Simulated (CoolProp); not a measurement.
A single-stage vapour-compression cycle with fluoroethane (R161): evaporating at 255.15 K (dew point), condensing at 313.15 K (bubble point), superheat 8 K, subcooling 2 K, compressor efficiency 0.85, no pressure losses. Each further row changes one setting.

The numbers come from the reference Helmholtz-energy equation of state, Wu 2012 in CoolProp.

| case | cooling COP | pressure ratio | discharge temperature (K) | refrigerating effect (kJ/kg) | volumetric capacity (kJ/m³) |
|---|---|---|---|---|---|
| as stated | 2.89 | 5.92 | 355.8 | 289 | 1550 |
| evaporating temperature 260.15 K | 3.30 | 4.91 | 351.7 | ? | ? |
| condensing temperature 308.15 K | 3.26 | 5.23 | 348.9 | 301 | 1610 |
| subcooling 7 K | ? | 5.92 | 355.8 | 301 | 1610 |
| superheat 18 K | 2.89 | 5.92 | 365.9 | 301 | 1540 |
| compressor efficiency 0.75 | 2.55 | 5.92 | 363.9 | 289 | 1550 |

What belongs in the gaps?


- evaporating temperature 260.15 K, refrigerating effect (kJ/kg): 293
- evaporating temperature 260.15 K, volumetric capacity (kJ/m³): 1870
- subcooling 7 K, cooling COP: 3.01
